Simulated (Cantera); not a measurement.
Input (Python, Cantera) and output of one run.

```python
import numpy as np
import cantera as ct

gas_names = """
    AL ALCL ALCL2 ALCL3 ALN ALO ALOCL ALO2 AL2 AL2CL6 AL2O AL2O2 CL CLO CL2 N NO NO2 NO3 N2 N2O O O2 O3
""".split()
cond_names = """
    AL(cr) AL(L) ALCL3(s) ALCL3(L) ALN(s) AL2O3(a) AL2O3(L)
""".split()


def load(file, names, dense=False):
    # The tables refer to 1 bar. Condensed volumes are neglected.
    table = {s.name: s for s in ct.Species.list_from_file(file)}
    out = []
    for n in names:
        d = dict(table[n].input_data)
        d["thermo"] = dict(d["thermo"], **{"reference-pressure": 1e5})
        if dense:
            d["equation-of-state"] = {"model": "constant-volume", "density": "1e6 g/cm^3"}
        out.append(ct.Species.from_dict(d))
    return out


gas = ct.Solution(thermo="ideal-gas", species=load("nasa_gas.yaml", gas_names))
cond = {s.name: ct.Solution(thermo="fixed-stoichiometry", species=[s], name=s.name)
        for s in load("nasa_condensed.yaml", cond_names, dense=True)}
atoms = {
    'Al2O3': {'AL': 2, 'O': 3},
    'Cl2': {'CL': 2},
    'N2': {'N': 2},
}
top_T = {'ALN(s)': 2750}  # K; cautious upper limits of use, not melting points


def equilibrate(T, P, feed):
    n = {}
    for name, mol in feed.items():
        for a, k in atoms[name].items():
            n[a] = n.get(a, 0.0) + k * mol
    gas.TPX = T, P, n
    mass = sum(n.values()) * gas.mean_molecular_weight
    gas.equilibrate("TP")
    valid = [c for c in cond.values() if c.min_temp <= T <= top_T.get(c.name, c.max_temp)]
    mix = ct.Mixture([(gas, mass / gas.mean_molecular_weight)] + [(c, 0.0) for c in valid])
    mix.T, mix.P = T, P
    mix.equilibrate("TP", solver="vcs", rtol=1e-11, max_steps=5000)
    return mix


results = []
feed = {'Al2O3': 1, 'Cl2': 0.55, 'N2': 0.039}  # mol
T = 1148.15  # K
P = 10000  # Pa
mix = equilibrate(T, P, feed)
results.append((T, P, feed, dict(zip(mix.species_names, mix.species_moles))))
print(gas.report(threshold=0.001))
for i in range(1, mix.n_phases):
    print(f"{mix.phase(i).name:16s} {mix.phase_moles(i):12.5e} mol")
```

Output:

```
       temperature   1148.2 K
          pressure   10000 Pa
           density   0.071024 kg/m^3
  mean mol. weight   67.801 kg/kmol
   phase of matter   gas

                          1 kg             1 kmol
                     ---------------   ---------------
          enthalpy        4.6298e+05        3.1391e+07  J
   internal energy        3.2219e+05        2.1845e+07  J
           entropy            4283.6        2.9043e+05  J/K
    Gibbs function       -4.4552e+06       -3.0207e+08  J
 heat capacity c_p            546.61             37061  J/K
 heat capacity c_v            423.98             28746  J/K

                      mass frac. Y      mole frac. X     chem. pot. / RT
                     ---------------   ---------------   ---------------
                CL         0.0042695         0.0081657           -15.915
               CL2           0.96722           0.92494           -31.829
                N2          0.027242          0.065934           -30.253
     [  +21 minor]         0.0012711        0.00095944

AL(L)             0.00000e+00 mol
ALCL3(L)          0.00000e+00 mol
ALN(s)            0.00000e+00 mol
AL2O3(a)          9.99838e-01 mol
```

These are equilibrium values from Cantera (NASA tables, ideal gas, pure condensed phases), not measurements of a reactor.
